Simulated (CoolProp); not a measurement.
Vapour-liquid equilibrium of ethylbenzene (1) + m-xylene (2) at 1.49 MPa; x and y are mole fractions of (1).

The numbers come from the multi-fluid Helmholtz-energy mixture model, Zhou 2012 and Zhou 2012; pair parameters Bell 2016 in CoolProp.

```json
[
 {"x": "0.05", "bubble temperature (°C)": "277.3", "y at the bubble point": "0.051", "dew temperature at overall composition x (°C)": "277.3", "liquid density (mol/L)": "5.473"},
 {"x": "0.15", "bubble temperature (°C)": "277.1", "y at the bubble point": "0.153", "dew temperature at overall composition x (°C)": "277.1", "liquid density (mol/L)": "5.480"},
 {"x": "0.25", "bubble temperature (°C)": "276.8", "y at the bubble point": "0.254", "dew temperature at overall composition x (°C)": "276.8", "liquid density (mol/L)": "5.487"},
 {"x": "0.35", "bubble temperature (°C)": "276.6", "y at the bubble point": "0.355", "dew temperature at overall composition x (°C)": "276.6", "liquid density (mol/L)": "5.494"},
 {"x": "0.45", "bubble temperature (°C)": "276.4", "y at the bubble point": "0.455", "dew temperature at overall composition x (°C)": "276.4", "liquid density (mol/L)": "5.502"},
 {"x": "0.55", "bubble temperature (°C)": "276.1", "y at the bubble point": "0.555", "dew temperature at overall composition x (°C)": "276.2", "liquid density (mol/L)": "5.509"},
 {"x": "0.65", "bubble temperature (°C)": "275.9", "y at the bubble point": "0.654", "dew temperature at overall composition x (°C)": "276.0", "liquid density (mol/L)": "5.517"},
 {"x": "0.75", "bubble temperature (°C)": "275.8", "y at the bubble point": "0.753", "dew temperature at overall composition x (°C)": "275.8", "liquid density (mol/L)": "5.525"},
 {"x": "0.85", "bubble temperature (°C)": "275.6", "y at the bubble point": "0.852", "dew temperature at overall composition x (°C)": "275.6", "liquid density (mol/L)": "5.533"},
 {"x": "0.95", "bubble temperature (°C)": "275.4", "y at the bubble point": "0.951", "dew temperature at overall composition x (°C)": "275.4", "liquid density (mol/L)": "5.542"}
]
```

No azeotrope shows between x = 0.05 and 0.95.

The pair parameters rest on a limited set of measurements; away from them the model extrapolates.
